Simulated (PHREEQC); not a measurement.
Dissolve 0.04 mol/kgw CsOH and 0.0026 mol/kgw H3BO3 at 25 °C. It is in equilibrium with CO2 at log p = -3.5 (atm). Otherwise closed; pH follows from the charge balance.

All values are PHREEQC results (ion-association model, wateq4f.dat), not measurements.

Precipitation was switched off in this run.

Q: Estimate the pH.

A: pH 9.60.

Q: In which forms is B present?

A: H2BO3- 74 %, H3BO3 26 % of the B.

Complexes and solids missing from the database can't appear.
